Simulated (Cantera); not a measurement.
**Equilibrium for silicon nitride deposition: Si2Cl6 + N2 + H2**

Input: 1 mol Si2Cl6, 2.8 mol N2, 15 mol H2, held at 950 °C and 0.000550 bar.

Method: chemical equilibrium by Gibbs-energy minimisation in Cantera with the NASA 1993 tables (ideal gas, pure condensed phases). Candidate condensed phases: NH4Cl, Si, Si3N4; 28 gas species. The feed counts by its element totals alone. N2 is the only nitrogen source here; it is nearly inert below about 1500 K, so the nitride shown seldom forms there in practice. The tables' values for SiCl3 are old estimates; treat these amounts as uncertain. Rates play no part.

```json
{
 "x(H2)": "0.623",
 "x(HCl)": "0.292",
 "x(N2)": "0.0792",
 "x(SiCl2)": "0.00401",
 "x(SiCl4)": "0.00122",
 "x(SiCl3)": "0.000786",
 "x(SiHCl3)": "8.07e-5",
 "x(H)": "1.01e-5",
 "x(Cl)": "4.10e-6",
 "n(Si3N4(s))": "0.627 mol",
 "gas_amount": "19.51 mol",
 "log10 activity of Si(s) (absent)": "-1.92"
}
```
